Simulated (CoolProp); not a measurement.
Properties of hexamethyldisiloxane (MM) at several states.

Values from CoolProp's reference Helmholtz-energy equation of state, Thol 2016.

```json
[
 {"T (K)": "282.6", "p (kPa)": "36", "phase": "liquid", "density (kg/m³)": "775.8", "speed of sound (m/s)": "930.0", "fugacity coefficient": "0.06658"},
 {"T (K)": "526.5", "p (kPa)": "6660", "phase": "supercritical", "density (kg/m³)": "503.4", "speed of sound (m/s)": "318.3", "fugacity coefficient": "0.2970"},
 {"T (K)": "272", "p (kPa)": "19.9", "phase": "liquid", "density (kg/m³)": "786.8", "speed of sound (m/s)": "968.4", "fugacity coefficient": "0.06327"},
 {"T (K)": "578.2", "p (kPa)": "2140", "phase": "supercritical", "density (kg/m³)": "103.1", "speed of sound (m/s)": "126.6", "fugacity coefficient": "0.7521"},
 {"T (K)": "502.2", "p (kPa)": "9410", "phase": "liquid", "density (kg/m³)": "559.5", "speed of sound (m/s)": "429.4", "fugacity coefficient": "0.1994"},
 {"T (K)": "553.8", "p (kPa)": "62.6", "phase": "gas", "density (kg/m³)": "2.228", "speed of sound (m/s)": "169.0", "fugacity coefficient": "0.9908"}
]
```
